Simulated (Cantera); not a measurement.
Input: 1 mol Si(CH3)4, 0.029 mol C2H4, 2.7 mol H2, equilibrated at 2298.15 K and 0.0440 bar.

Cantera equilibrium calculation (NASA polynomials, part measured and part estimated; ideal gas, pure solids and liquids). Candidate condensed phases: C, C6H6, C7H8, C8H18, Si, SiC; 87 gas species. Gases not in the tables: Si2H6 and higher silanes. Kinetics and transport are ignored.

Base state: H2 0.948, H 0.0445, C2H2 (acetylene) 0.00406, Si 0.00298, SiC2 0.000408, Si2C 0.000240, SiH 0.000224, SiH2 6.26e-5 (mole fractions); condensed: C(graphite) + SiC(s).

What changes in the equilibrium state with this change: temperature from 2298.15 K to 900 K?


| species | before | after |
|---|---|---|
| H2 | 0.948 | 0.987 |
| CH4 | 8.49e-6 | 0.0134 |
| H | 0.0445 | <1e-9 |
| Si | 0.00298 | <1e-9 |
| C2H2 (acetylene) | 0.00406 | <1e-9 |
| SiC2 | 0.000408 | <1e-9 |
| Si2C | 0.000240 | <1e-9 |
| C(graphite), mol | 3.01 | 2.94 |
| SiC(s), mol | 0.963 | 1.00 |
